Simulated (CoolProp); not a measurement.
Vapour pressure (kPa) of c-C4F8 (RC318): the reference equation beside estimates from Tc = 115.2 °C, pc = 2778 kPa, ω = 0.355.

Computed with CoolProp (reference Helmholtz-energy equation of state, Platzer 1990). This equation is an older, rougher fit; its heat capacities, sound speeds and derivatives of the liquid may be far off and weren't checked against measurements.

```tsv
T (°C)	reference	Lee-Kesler	van der Waals	Soave-Redlich-Kwong	Peng-Robinson
23.75	300.2	300.7	860.1	301.1	298.1
27.15	334.6	335.0	908.0	335.8	332.1
30.45	370.6	371.1	956.0	372.2	368.0
33.85	410.8	411.3	1007	412.9	407.9
37.25	454.2	454.7	1060	456.8	451.1
40.65	501.0	501.3	1115	504.2	497.7
43.95	549.7	550.0	1169	553.7	546.4
47.35	603.5	603.7	1227	608.3	600.2
50.75	661.2	661.2	1287	667.0	658.0
54.15	722.9	722.8	1349	729.8	719.9
57.45	786.8	786.5	1410	794.8	784.1
60.85	857.0	856.4	1476	866.3	854.7
64.25	931.7	931.0	1543	942.4	930.0
```

Absolute difference from the reference over all 13 rows, mean and median: Lee-Kesler 0.1 and 0.1 %, van der Waals 117.8 and 112.7 %, Soave-Redlich-Kwong 0.7 and 0.7 %, Peng-Robinson 0.5 and 0.6 %.
